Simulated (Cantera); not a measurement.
Input: 1 mol SiC, 1.3 mol CO2, 74 mol H2, 0.012 mol H2O, held at 12.8 Torr.

Equilibrium computed with Cantera from the NASA thermochemical tables; the gas is ideal and each condensed phase is pure. Candidate condensed phases: C, C6H6, C7H8, C8H18, H2O, Si, SiC, SiO2; 123 gas species. Mutual solubility and eutectic melting of coexisting phases are not modelled. The tables hold silica as quartz up to 1696 K and as liquid above; real silica turns to tridymite and cristobalite and melts near 1996 K. Gases not in the tables: Si2H6 and higher silanes. Kinetics and transport are ignored.

Question: Which condensed phases are stable at each of these points (T (K)): 1375, 1450, 1525, 1600, 1675, 1750, 1825, 1900, 1975, 2050?

Answer: 
```tsv
T (K)	condensed phases	Si condensed (%)
1375	SiC(s) + SiO2(β-quartz)	97.7
1450	SiC(s) + SiO2(β-quartz)	79.8
1525	SiC(s)	34.4
1600	SiC(s)	34.4
1675	SiC(s)	34.4
1750	SiC(s)	34.3
1825	SiC(s)	34.1
1900	SiC(s)	33.4
1975	SiC(s)	31.6
2050	SiC(s)	26.7
```

From 1375 K to 1450 K the condensed part is SiC(s) + SiO2(β-quartz). From 1525 K to 2050 K the condensed part is SiC(s).
